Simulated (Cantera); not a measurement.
Moist CO burnout

An isothermal, constant-pressure homogeneous reactor starts with CO : O2 : H2O : N2 = 0.0015 : 0.084 : 0.022 : 1 (molar parts), at 1375 K and 5.00 bar.

Model: GRI-Mech 3.0 (53 species, 325 reactions), integrated in Cantera.

```tsv
t (s)	x CO	x O2	x H2O	x OH	x H2O2	x CO2	x H
0.000300	0.00135	0.0758	0.0199	2.92e-6	2.57e-9	3.73e-6	3.03e-8
0.000711	0.00111	0.0757	0.0198	6.33e-5	1.24e-7	0.000241	8.27e-7
0.00169	0.000471	0.0754	0.0198	5.20e-5	8.03e-8	0.000884	3.21e-7
0.00400	0.000124	0.0753	0.0199	3.09e-5	3.04e-8	0.00123	5.34e-8
0.00949	2.19e-5	0.0752	0.0199	1.60e-5	8.90e-9	0.00133	5.80e-9
0.0225	2.67e-6	0.0752	0.0199	8.37e-6	2.56e-9	0.00135	6.27e-10
0.0533	1.41e-7	0.0752	0.0199	5.82e-6	1.27e-9	0.00136	1.80e-10
0.126	1.78e-9	0.0752	0.0199	5.54e-6	1.16e-9	0.00136	1.55e-10
0.300	1.41e-9	0.0752	0.0199	5.52e-6	1.15e-9	0.00136	1.54e-10
0.711	1.41e-9	0.0752	0.0199	5.52e-6	1.15e-9	0.00136	1.54e-10
1.69	1.41e-9	0.0752	0.0199	5.52e-6	1.15e-9	0.00136	1.54e-10
4.00	1.41e-9	0.0752	0.0199	5.52e-6	1.15e-9	0.00136	1.54e-10
```
x: mole fraction; the columns are a selection and need not sum to one.

Equilibrium at this temperature and pressure: CO 1.41e-9, O2 0.0750, H2O 0.0199, OH 5.52e-6, H2O2 1.15e-9, CO2 0.00136, H 1.54e-10 (gas phase only).
